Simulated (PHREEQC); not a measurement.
0.37 g of hydrous ferric oxide (600 m²/g; 0.2 weak and 0.005 strong sites per Fe, Dzombak-Morel constants, diffuse double layer) in 1 kg of water with 0.05 mol/kgw of an inert sodium salt and 0.0091 mmol/kgw CaCl2 and 0.035 mmol/kgw MnCl2, at 25 °C; the pH is set by adding NaOH or the inert anion's acid. No oxygen is let in. The system is closed to CO2. Nothing may precipitate in this run.

Computed with PHREEQC (ion-association model, wateq4f.dat).

| pH | Ca sorbed (%) | Mn sorbed (%) | surface charge σ (C/m²) | surface potential ψ (mV) |
|---|---|---|---|---|
| 4 | 0.0 | 0.0 | 0.294 | 160 |
| 4.67 | 0.0 | 0.0 | 0.219 | 145 |
| 5.33 | 0.0 | 0.4 | 0.146 | 124 |
| 6 | 0.0 | 5.1 | 0.089 | 99 |
| 6.67 | 0.1 | 31.3 | 0.050 | 72 |
| 7.33 | 0.5 | 65.9 | 0.024 | 42 |
| 8 | 4.3 | 94.2 | 0.005 | 10 |
| 8.67 | 39.5 | 99.6 | -0.013 | -24 |
| 9.33 | 90.1 | 100.0 | -0.034 | -56 |
| 10 | 99.2 | 100.0 | -0.067 | -86 |
| 10.67 | 99.9 | 100.0 | -0.116 | -112 |
| 11.33 | 100.0 | 100.0 | -0.181 | -134 |
| 12 | 100.0 | 100.0 | -0.258 | -147 |

Complexes and solids missing from the database can't appear.
